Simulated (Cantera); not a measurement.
What does this Cantera script print?

```python
import numpy as np
import cantera as ct

gas_names = """
    CL CL2 H HCL H2 Si SiCL SiCL2 SiCL3 SiCL4 SiH SiHCL3 SiH2 SiH2CL2 SiH3 SiH3CL SiH4 Si2 Si3
""".split()
cond_names = """
    Si(cr) Si(L)
""".split()


def load(file, names, dense=False):
    # The tables refer to 1 bar. Condensed volumes are neglected.
    table = {s.name: s for s in ct.Species.list_from_file(file)}
    out = []
    for n in names:
        d = dict(table[n].input_data)
        d["thermo"] = dict(d["thermo"], **{"reference-pressure": 1e5})
        if dense:
            d["equation-of-state"] = {"model": "constant-volume", "density": "1e6 g/cm^3"}
        out.append(ct.Species.from_dict(d))
    return out


gas = ct.Solution(thermo="ideal-gas", species=load("nasa_gas.yaml", gas_names))
cond = {s.name: ct.Solution(thermo="fixed-stoichiometry", species=[s], name=s.name)
        for s in load("nasa_condensed.yaml", cond_names, dense=True)}
atoms = {
    'Si': {'Si': 1},
    'HCl': {'H': 1, 'CL': 1},
}
top_T = {}  # K; cautious upper limits of use, not melting points


def equilibrate(T, P, feed):
    n = {}
    for name, mol in feed.items():
        for a, k in atoms[name].items():
            n[a] = n.get(a, 0.0) + k * mol
    gas.TPX = T, P, n
    mass = sum(n.values()) * gas.mean_molecular_weight
    gas.equilibrate("TP")
    valid = [c for c in cond.values() if c.min_temp <= T <= top_T.get(c.name, c.max_temp)]
    mix = ct.Mixture([(gas, mass / gas.mean_molecular_weight)] + [(c, 0.0) for c in valid])
    mix.T, mix.P = T, P
    mix.equilibrate("TP", solver="vcs", rtol=1e-11, max_steps=5000)
    return mix


results = []
feed = {'Si': 1, 'HCl': 2.1}  # mol
T = 1773  # K
P = 8100  # Pa
mix = equilibrate(T, P, feed)
results.append((T, P, feed, dict(zip(mix.species_names, mix.species_moles))))
x = sorted(zip(gas.X, gas.species_names), reverse=True)
print(f"T = {T:g} K  P = {P:g} Pa  gas = {mix.phase_moles(0):.4g} mol")
print("   x: " + "  ".join(f"{s} {v:.3e}" for v, s in x if v > 1e-06))
print("   condensed (mol): " + ("  ".join(f"{mix.phase(i).name} {mix.phase_moles(i):.4g}"
      for i in range(1, mix.n_phases) if mix.phase_moles(i) > 1e-12) or "none"))
```

It prints:

```
T = 1773 K  P = 8100 Pa  gas = 2.075 mol
   x: H2 3.989e-01  SiCL2 3.646e-01  HCL 2.127e-01  SiCL3 1.990e-02  SiCL4 1.846e-03  SiHCL3 8.117e-04  H 6.313e-04  CL 2.588e-04  SiCL 2.568e-04  SiH2CL2 6.405e-05  Si 2.630e-05  SiH2 9.842e-06  SiH 5.836e-06  SiH3CL 1.550e-06
   condensed (mol): Si(L) 0.1959
```

Cantera equilibrium calculation (NASA polynomials, part measured and part estimated; ideal gas, pure solids and liquids). The tables' values for SiCl3, SiCl are old estimates; treat these amounts as uncertain.
